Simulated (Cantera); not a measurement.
Charge: 1 mol SiH₄, 0.14 mol NH₃, 83 mol N₂, equilibrated at 0.133 bar.

These are equilibrium values from Cantera (NASA tables, ideal gas, pure condensed phases), not measurements of a reactor. Candidate condensed phases: Si, Si₃N₄; 18 gas species. The numbers say what is thermodynamically allowed, not how fast it happens. All values below are at 1250 K.

Base state: N₂ 0.974, H₂ 0.0261 (mole fractions); condensed: Si₃N₄(s).

### Question
What changes in the equilibrium state with this change: SiH₄ replaced by SiCl₄?

### Answer
| species | before | after |
|---|---|---|
| N₂ | 0.974 | 0.984 |
| SiCl₄ | 0 | 0.0103 |
| HCl | 0 | 0.00485 |
| H₂ | 0.0261 | 6.18e-5 |
| SiCl₃ | 0 | 0.000367 |
| SiCl₂ | 0 | 9.34e-5 |
| Si₃N₄(s), mol | 0.333 | 0.0302 |
The tables' values for SiCl₃ are old estimates; treat these amounts as uncertain. Further candidate phases: NH₄Cl.
